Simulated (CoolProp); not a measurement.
Vapour-liquid equilibrium of acetone (1) + n-heptane (2) at 1.43 MPa; x and y are mole fractions of (1).

Computed with CoolProp (multi-fluid Helmholtz-energy mixture model, Lemmon 2006 and Span 2003; pair parameters Bell 2016).

Give the bubble temperature and the first vapour's composition at x = 0.05, 0.25, 0.55. Is there an azeotrope?

x = 0.05: 214.0 °C, y = 0.128; x = 0.25: 188.3 °C, y = 0.478; x = 0.55: 170.6 °C, y = 0.713. No azeotrope shows between x = 0.05 and 0.95.

The pair parameters rest on a limited set of measurements; away from them the model extrapolates.
